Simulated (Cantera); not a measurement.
# Dilute partial oxidation

An isothermal, constant-pressure homogeneous reactor starts with CH3OH : O2 : N2 = 0.0072 : 0.0094 : 1 (molar parts), at 1325 K and 1.70 bar.

Detailed kinetics in Cantera: GRI-Mech 3.0 (53 species, 325 reactions). GRI-Mech 3.0 was tuned for natural gas; its chemistry of methanol as a main component is partial and can be far from experiment.

| t (s) | x CH3OH | x O2 | x CO2 | x HCO | x HCN | x CH4 |
|---|---|---|---|---|---|---|
| 0.000100 | 0.00708 | 0.00924 | 1.74e-7 | 1.03e-11 | <1e-12 | 1.03e-7 |
| 0.000335 | 0.00706 | 0.00924 | 5.86e-7 | 9.04e-11 | <1e-12 | 7.39e-7 |
| 0.00112 | 0.00693 | 0.00919 | 1.96e-6 | 3.37e-9 | <1e-12 | 2.39e-6 |
| 0.00376 | 2.87e-10 | 0.00297 | 0.00104 | 4.11e-8 | 1.91e-9 | 1.91e-7 |
| 0.0126 | <1e-12 | 1.06e-5 | 0.00573 | 1.04e-9 | 1.85e-11 | <1e-12 |
| 0.0422 | <1e-12 | 3.34e-7 | 0.00578 | 1.95e-10 | 1.63e-11 | <1e-12 |
| 0.141 | <1e-12 | 2.03e-8 | 0.00579 | 4.62e-11 | 1.69e-11 | <1e-12 |
| 0.474 | <1e-12 | 1.41e-9 | 0.00578 | 1.09e-11 | 2.01e-11 | <1e-12 |
| 1.59 | <1e-12 | 1.14e-10 | 0.00578 | 2.91e-12 | 2.67e-11 | <1e-12 |
| 5.32 | <1e-12 | 1.22e-11 | 0.00578 | 1.15e-12 | 3.92e-11 | <1e-12 |
| 17.8 | <1e-12 | 4.00e-12 | 0.00578 | <1e-12 | 7.45e-11 | <1e-12 |
| 59.7 | <1e-12 | 2.33e-12 | 0.00579 | <1e-12 | 2.22e-10 | <1e-12 |
| 200 | <1e-12 | 1.19e-12 | 0.00579 | <1e-12 | 7.43e-10 | <1e-12 |
x: mole fraction; the columns are a selection and need not sum to one.

Equilibrium at this temperature and pressure: CH3OH <1e-12, O2 <1e-12, CO2 0.00579, HCO <1e-12, HCN 2.60e-11, CH4 <1e-12 (gas phase only).
